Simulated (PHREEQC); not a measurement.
**Alkaline etch or developer (model solution)**

Solution (25 °C): 0.0088 mol/kgw KOH, 0.00026 mol/kgw NaAlO2 and 0.096 mol/kgw K2CO3. Closed to the air; pH follows from the charge balance.

All values are PHREEQC results (ion-association model, phreeqc.dat), not measurements.

```yaml
pH: 11.82
ionic_strength: 0.296 mol/kgw
specific_conductance: 20600 µS/cm
density: 1.009 g/cm³
total_alkalinity: 202 meq/kg
```

```csv
species,molality,activity,log γ
K+,0.201,0.137,-0.166
CO3-2,0.0948,0.0258,-0.565
OH-,0.00994,0.00671,-0.171
HCO3-,0.00114,0.000826,-0.141
Al(OH)4-,0.000260,0.000182,-0.154
Na+,0.000176,0.000129,-0.136
NaCO3-,8.42e-5,6.18e-5,-0.134
NaHCO3,5.57e-8,5.97e-8,0.030
```

This is a speciation only: nothing precipitates in the calculation.
